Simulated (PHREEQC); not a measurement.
1 kg of water holding 0.1 mol NaCl, 0.11 mol Na2SO4 and 0.04 mol MgSO4 is evaporated at 75 °C; the solids stay in contact with the brine. The system is closed to CO2. Solids allowed: Bischofite, Bloedite, Brucite, Epsomite, Halite, Hexahydrite, Kieserite, Mirabilite, Thenardite, MgCl2_4H2O. Others were left out.

The series has 28 steps of water left (kg), from 1 to 0.004565.

All values are PHREEQC results (Pitzer model, pitzer.dat), not measurements.

Task: Which solids form, in which order, and at which step of the series does each first stand?

Result: Thenardite from water left = 0.05275 kg; Halite from water left = 0.01627 kg; Kieserite from water left = 0.01093 kg.

At this temperature some constants are extrapolated from 25 °C, and those without enthalpy data are left unchanged.
